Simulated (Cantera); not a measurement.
Standard-state values (1 bar) from the NASA 1993 polynomials, evaluated with Cantera. Values are per mole of reaction as written; species without (g) are pure solids or liquids, kept so even where they would boil at 1 bar.

Problem. Between 300 and 1850 K, where is each reaction favourable under standard conditions?
- O₂(g) + 2 Cr₂N ⇌ 4 Cr + 2 NO(g)

Solution. 
- O₂(g) + 2 Cr₂N ⇌ 4 Cr + 2 NO(g): ΔG° is 379 kJ at 300 K and 129 kJ at 1850 K; it stays positive (K < 1). ΔH° is 412 kJ and ΔS° 153 J/K at 1850 K.
